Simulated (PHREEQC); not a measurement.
A made-up water analysis in mmol/kgw, 5 °C, pH 3.4, pe 9.7:

| constituent | mmol/kgw |
|---|---|
| Na | 0.173 |
| K | 0.194 |
| Ca | 1.97 |
| Mg | 0.729 |
| Cl | 1.98 |
| S(6) | 2.24 |
| B | 0.00436 |

Valence states are taken as typed.

Model: ion-association model, wateq4f.dat, run in PHREEQC.

No solid was allowed to form.

**Question.** Predict the ionic strength.

**Answer.** ionic strength 0.00993 mol/kgw.

**Question.** In which forms is S present?

**Answer.** SO4-2 84 %, CaSO4 11 %, MgSO4 3.4 %, HSO4- 1.6 % of the S.

Away from 25 °C the constants follow the database's enthalpies or fits; those with neither stay at their 25 °C values.
